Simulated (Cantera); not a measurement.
A perfectly stirred reactor is fed with 68.0 % NH3, 32.0 % H2, at 1.68 atm; it is held at 2300 K, and followed from long to short residence time.

Model: the gas-phase N/H chemistry of the illustrative SiF4/NH3 mechanism in the Surface Chemkin manual (1991), integrated in Cantera. Walls and surfaces, which speed up NH3 decomposition in real reactors, are not modelled.

One state of this run: x NH3 = 0.0112; x H2 = 0.786; x H = 0.00439; x N2 = 0.199; x N = 6.16e-6; x N2H2 = 1.31e-7. x: mole fraction; the columns are a selection and need not sum to one.

Problem. Which value of τ (s) does it belong to?
(A) 2.9
(B) 0.0089
(C) 0.16
(D) 0.062

Solution. D, 0.062
